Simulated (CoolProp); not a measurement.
R21 along the isobar 3.98 MPa: density (kg/m³) from the reference equation and from simpler models built on Tc = 452.7 K, pc = 5.289 MPa, ω = 0.206; each cubic takes its own stable root.

Computed with CoolProp (reference Helmholtz-energy equation of state, Platzer 1990). This equation is an older, rougher fit; its heat capacities, sound speeds and derivatives of the liquid may be far off and weren't checked against measurements.

| T (K) | phase | reference |
|---|---|---|
| 286.9 | liquid | 1403 |
| 302.4 | liquid | 1368 |
| 317.9 | liquid | 1330 |
| 333.4 | liquid | 1291 |
| 348.9 | liquid | 1249 |
| 364.4 | liquid | 1204 |
| 379.9 | liquid | 1154 |
| 395.4 | liquid | 1098 |
| 411 | liquid | 1031 |
| 426.5 | liquid | 941.6 |
| 442 | gas | 186.4 |
| 457.5 | gas | 159.3 |
| 473 | gas | 142.9 |

**Question.** How far does each simpler model (van der Waals, Redlich-Kwong) lie from the reference over these 13 states: mean and median of the absolute difference, and the worst?

**Answer.** 
- van der Waals: mean 33.0 %, median 36.6 %, worst -79.8 % at 426.5 K and 3.98 MPa
- Redlich-Kwong: mean 9.3 %, median 9.4 %, worst -18.7 % at 426.5 K and 3.98 MPa

At some of these states van der Waals gives the other phase, because its saturation line lies elsewhere.
